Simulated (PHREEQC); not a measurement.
Consider water at 25 °C with 14 mmol/kgw NH4HF2, 0.24 mmol/kgw H2SiF6, 0.041 mmol/kgw HBF4 and 7.7 mmol/kgw H2SO4. Closed to the air; pH follows from the charge balance.

Equilibrium calculation in PHREEQC: ion-association model, phreeqc.dat.

Each row changes one thing in this solution. Precipitation was switched off in this run.

```csv
case,pH,ionic strength (mol/kgw),HF (mol/kgw),NH4+ (mol/kgw),SO4-2 (mol/kgw),F- (mol/kgw),SI of Quartz (SiO2)
as made,2.36,0.0243,0.0231,0.0135,0.00563,0.00417,-5.94
diluted 2-fold with water,2.53,0.0133,0.0110,0.00683,0.00306,0.00280,-4.57
0.017 mol/kgw NaCl added,2.35,0.0413,0.0230,0.0135,0.00560,0.00424,(withheld)
temperature from 25 to 20 °C,2.34,0.0245,0.0230,0.0135,0.00569,0.00432,(withheld)
H2SiF6 from 0.00024 to 0.00048 mol/kgw,2.34,0.0247,0.0233,0.0135,0.00558,0.00400,-5.62
HBF4 replaced by NH4BF4 at the same molality,2.36,0.0243,0.0231,0.0135,0.00563,0.00418,-5.94
```

### Question
What belongs in the gaps?

### Answer

- 0.017 mol/kgw NaCl added, SI of Quartz (SiO2): -5.98
- temperature from 25 to 20 °C, SI of Quartz (SiO2): -6.24

SiF6-2 is the database's only silicon fluoride. Real BF4- forms and hydrolyses slowly; the run takes it at equilibrium.
